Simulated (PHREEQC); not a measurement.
# Leach liquor (model solution)

Make-up at 47 °C: 0.011 mol H2SO4, 0.12 mol ZnSO4 and 0.0048 mol MgSO4 per kg of water. Closed to the air; pH follows from the charge balance.

The numbers come from PHREEQC with the ion-association model, phreeqc.dat.

Each row changes one thing in this solution. This is a speciation only: nothing precipitates in the calculation.

```
case                                pH  ionic strength (mol/kgw)  Zn+2 (mol/kgw)  ZnSO4 (mol/kgw)  SO4-2 (mol/kgw)  HSO4- (mol/kgw)
--------------------------------  ----  ------------------------  --------------  ---------------  ---------------  ---------------
as made                           2.24                     0.251          0.0599           0.0464           0.0445           0.0147
diluted 2-fold with water         2.45                     0.133          0.0314           0.0240           0.0268          0.00663
ZnSO4 from 0.12 to 0.6 mol/kgw    2.44                      1.13           0.281            0.212            0.171           0.0171
H2SO4 left out                    5.28                     0.240          0.0579           0.0475           0.0454          1.40e-5
diluted 100-fold with water       3.74                   0.00452         0.00102         0.000177          0.00114          2.70e-5
ZnSO4 from 0.12 to 0.108 mol/kgw  2.23                     0.230          0.0544           0.0419           0.0413           0.0145
H2SO4 from 0.011 to 0.11 mol/kgw  1.18                     0.360          0.0724           0.0380           0.0407            0.135
```

The ionic strength passes 0.7 mol/kgw, the rough limit of the ion-association models, in ZnSO4 from 0.12 to 0.6 mol/kgw. At this temperature some constants are extrapolated from 25 °C, and those without enthalpy data are left unchanged.
